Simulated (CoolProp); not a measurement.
A single-stage vapour-compression cycle with R1336mzz(Z): evaporating at 264.15 K (dew point), condensing at 334.15 K (bubble point), superheat 8 K, subcooling 2 K, compressor efficiency 0.8, no pressure losses. Each further row changes one setting.

Computed with CoolProp (reference Helmholtz-energy equation of state, McLinden 2020).

```tsv
case	cooling COP	pressure ratio	discharge temperature (K)	refrigerating effect (kJ/kg)	volumetric capacity (kJ/m³)
as stated	2.13	16.0	337.3	106	123
evaporating temperature 269.15 K	2.41	12.4	336.7	110	162
condensing temperature 329.15 K	(withheld)	13.8	(withheld)	113	130
subcooling 7 K	2.25	16.0	337.3	113	130
superheat 18 K	2.19	16.0	347.5	114	(withheld)
compressor efficiency 0.7	(withheld)	16.0	344.6	106	123
```

Complete the blanks.


- condensing temperature 329.15 K, cooling COP: 2.39
- condensing temperature 329.15 K, discharge temperature (K): 333.4
- superheat 18 K, volumetric capacity (kJ/m³): 127
- compressor efficiency 0.7, cooling COP: 1.86
